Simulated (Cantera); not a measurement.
Cantera run:

```python
import numpy as np
import cantera as ct

gas_names = """
    C CN CO CO2 C2 CCN CNC C2N2 C2O C3 C3O2 C4 C4N2 C5 N NCO NO NO2 NO3 N2 N2O O O2 O3 Si SiC SiC2 SiN
    SiO SiO2 Si2 Si2C Si2N Si3
""".split()
cond_names = """
    C(gr) Si(cr) Si(L) SiC(b) SiO2(Lqz) SiO2(hqz) SiO2(L) Si2N2O(s) Si3N4(a)
""".split()


def load(file, names, dense=False):
    # The tables refer to 1 bar. Condensed volumes are neglected.
    table = {s.name: s for s in ct.Species.list_from_file(file)}
    out = []
    for n in names:
        d = dict(table[n].input_data)
        d["thermo"] = dict(d["thermo"], **{"reference-pressure": 1e5})
        if dense:
            d["equation-of-state"] = {"model": "constant-volume", "density": "1e6 g/cm^3"}
        out.append(ct.Species.from_dict(d))
    return out


gas = ct.Solution(thermo="ideal-gas", species=load("nasa_gas.yaml", gas_names))
cond = {s.name: ct.Solution(thermo="fixed-stoichiometry", species=[s], name=s.name)
        for s in load("nasa_condensed.yaml", cond_names, dense=True)}
atoms = {
    'Si': {'Si': 1},
    'CO': {'C': 1, 'O': 1},
    'N2': {'N': 2},
}
top_T = {'C(gr)': 4500, 'SiC(b)': 3050, 'Si2N2O(s)': 2100, 'Si3N4(a)': 2400}  # K; cautious upper limits of use, not melting points


def equilibrate(T, P, feed):
    n = {}
    for name, mol in feed.items():
        for a, k in atoms[name].items():
            n[a] = n.get(a, 0.0) + k * mol
    gas.TPX = T, P, n
    mass = sum(n.values()) * gas.mean_molecular_weight
    gas.equilibrate("TP")
    valid = [c for c in cond.values() if c.min_temp <= T <= top_T.get(c.name, c.max_temp)]
    mix = ct.Mixture([(gas, mass / gas.mean_molecular_weight)] + [(c, 0.0) for c in valid])
    mix.T, mix.P = T, P
    mix.equilibrate("TP", solver="vcs", rtol=1e-11, max_steps=5000)
    return mix


results = []
feed = {'Si': 1, 'CO': 4.8, 'N2': 70}  # mol
P = 133.322  # Pa
for T in [948, 998, 1048, 1098, 1148, 1198, 1248, 1298, 1348, 1398, 1448, 1498, 1548]:
    mix = equilibrate(T, P, feed)
    results.append((T, P, feed, dict(zip(mix.species_names, mix.species_moles))))

top = {s: max(r[3][s] / sum(r[3][g] for g in gas_names) for r in results) for s in gas_names}
cols = sorted((s for s in top if top[s] > 1e-05), key=lambda s: -top[s])[:7]
seen = [c for c in cond_names if any(r[3].get(c, 0) > 1e-12 for r in results)]
print("log10 of partial pressures in bar; condensed amounts in mol")
print(f"{'T/K':>10s}" + "".join(f"{s[:9]:>10s}" for s in cols + seen))
for T, P, feed, n in results:
    ng = sum(n[g] for g in gas_names)
    print(f"{T:10.4g}" + "".join(f"{np.log10(max(n[s] / ng * P / 1e5, 1e-99)):10.3f}" for s in cols)
          + "".join(f"{n.get(c, 0):10.4g}" for c in seen))
```

It prints:

```
log10 of partial pressures in bar; condensed amounts in mol
       T/K        N2        CO       SiO     C(gr)    SiC(b) SiO2(hqz) Si2N2O(s)
       948    -2.892    -4.290   -15.574         2         0         1         0
       998    -2.892    -4.290   -13.674         2         0         1         0
      1048    -2.901    -4.110   -12.357    0.5001         0         0       0.5
      1098    -2.901    -4.110   -11.403       0.5         0         0       0.5
      1148    -2.901    -4.110   -10.534       0.5         0         0       0.5
      1198    -2.901    -4.110    -9.739       0.5         0         0       0.5
      1248    -2.901    -4.110    -9.008       0.5         0         0       0.5
      1298    -2.901    -4.110    -8.335    0.5001         0         0    0.4999
      1348    -2.901    -4.110    -7.713    0.5005         0         0    0.4995
      1398    -2.901    -4.110    -7.137     0.502         0         0     0.498
      1448    -2.902    -4.096    -6.491         0    0.3393         0    0.3214
      1498    -2.902    -4.098    -5.858         0    0.3591         0    0.2818
      1548    -2.903    -4.107    -5.268         0    0.4337         0    0.1324
```

Method: chemical equilibrium by Gibbs-energy minimisation in Cantera with the NASA 1993 tables (ideal gas, pure condensed phases). N2 is the only nitrogen source here; it is nearly inert below about 1500 K, so the nitride shown seldom forms there in practice. Mutual solubility and eutectic melting of coexisting phases are not modelled.
